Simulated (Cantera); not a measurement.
Charge: 1 mol V, 3.4 mol NH3, 44 mol H2, at 1330 Pa.

Method: chemical equilibrium by Gibbs-energy minimisation in Cantera with the NASA 1993 tables (ideal gas, pure condensed phases). Candidate condensed phases: V, VN; 11 gas species. Mutual solubility and eutectic melting of coexisting phases are not modelled. VN: taken at fixed stoichiometry. Condensed phases not in the tables: V2N, N, O or C dissolved in the metal. Rates play no part.

x: gas mole fraction; n: condensed amount in mol.

```
T (K)   x H2    x N2       x H       x V    x NH3      x VN  n VN(s)  n V(s)
-----  -----  ------  --------  --------  -------  --------  -------  ------
1675   0.975  0.0238  0.000993   1.04e-7  7.66e-8  2.89e-12    1.000       0
1725   0.975  0.0238   0.00159   4.62e-7  6.80e-8  1.29e-11    1.000       0
1775   0.974  0.0238   0.00247   1.88e-6  6.08e-8  5.27e-11    1.000       0
1825   0.972  0.0238   0.00376   7.09e-6  5.47e-8  1.99e-10    1.000       0
1875   0.966     ___       ___       ___  5.32e-8       ___      ___     ___
1925   0.959  0.0333   0.00811   5.31e-5  5.23e-8   1.77e-9        0   0.997
1975   0.955  0.0333       ___       ___      ___       ___        0   0.994
2025   0.950  0.0332    0.0162  0.000251  4.34e-8   8.37e-9        0   0.987
```

Some entries are withheld; supply them.


- 1975, x H: 0.0116
- 1975, x V: 0.000118
- 1975, x NH3: 4.76e-8
- 1975, x VN: 3.93e-9
- 1875, x N2: 0.0280
- 1875, x H: 0.00558
- 1875, x V: 2.29e-5
- 1875, x VN: 6.98e-10
- 1875, n VN(s): 0.565
- 1875, n V(s): 0.434
